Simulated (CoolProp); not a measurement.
Model: reference Helmholtz-energy equation of state, Thol 2014, in CoolProp.

Q: For chloromethane (R40), give the phase and the Z, cp (kJ/(kg K)), cv (kJ/(kg K)), expansivity (1/kK) at 205.25 °C and 9970 kPa; 216.05 °C and 9970 kPa; 226.85 °C and 9970 kPa.

A: 
- 205.25 °C and 9970 kPa: supercritical; Z 0.602, cp 2.21, cv 1.04, expansivity 9.49
- 216.05 °C and 9970 kPa: supercritical; Z 0.645, cp 1.97, cv 1.03, expansivity 7.66
- 226.85 °C and 9970 kPa: supercritical; Z 0.681, cp 1.82, cv 1.03, expansivity 6.47
